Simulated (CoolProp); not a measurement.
Vapour-liquid equilibrium of ethanol (1) + cyclohexane (2) at 353.4 K; x and y are mole fractions of (1).

Values from CoolProp's multi-fluid Helmholtz-energy mixture model, Schroeder 2014 and Zhou 2014; pair parameters Bell 2016.

```json
[
 {"x": "0.05", "bubble pressure, mixture model (bar)": "1.231", "bubble pressure, Raoult's law (bar)": "1.004", "y, mixture model": "0.217", "y, Raoult's law": "0.054"},
 {"x": "0.2", "bubble pressure, mixture model (bar)": "1.551", "bubble pressure, Raoult's law (bar)": "1.017", "y, mixture model": "0.434", "y, Raoult's law": "0.214"},
 {"x": "0.35", "bubble pressure, mixture model (bar)": "1.624", "bubble pressure, Raoult's law (bar)": "1.030", "y, mixture model": "0.487", "y, Raoult's law": "0.370"},
 {"x": "0.5", "bubble pressure, mixture model (bar)": "___", "bubble pressure, Raoult's law (bar)": "1.044", "y, mixture model": "0.506", "y, Raoult's law": "0.521"},
 {"x": "0.65", "bubble pressure, mixture model (bar)": "1.622", "bubble pressure, Raoult's law (bar)": "1.057", "y, mixture model": "0.531", "y, Raoult's law": "0.669"},
 {"x": "0.8", "bubble pressure, mixture model (bar)": "1.536", "bubble pressure, Raoult's law (bar)": "1.071", "y, mixture model": "0.605", "y, Raoult's law": "0.813"},
 {"x": "0.95", "bubble pressure, mixture model (bar)": "___", "bubble pressure, Raoult's law (bar)": "1.084", "y, mixture model": "___", "y, Raoult's law": "0.954"}
]
```

Question: Some entries are withheld; supply them.

Answer: 
- 0.5, bubble pressure, mixture model (bar): 1.634
- 0.95, bubble pressure, mixture model (bar): 1.251
- 0.95, y, mixture model: 0.833

The largest gap from Raoult's law is +57.7 % in bubble pressure, at x = 0.35. y crosses x between x = 0.5 and 0.65: the model has an azeotrope there.

Pair parameters are fitted to limited data, so mixtures are less certain than the pure fluids. With so large a gap from Raoult's law the liquid may split in two, which this calculation doesn't test in full.
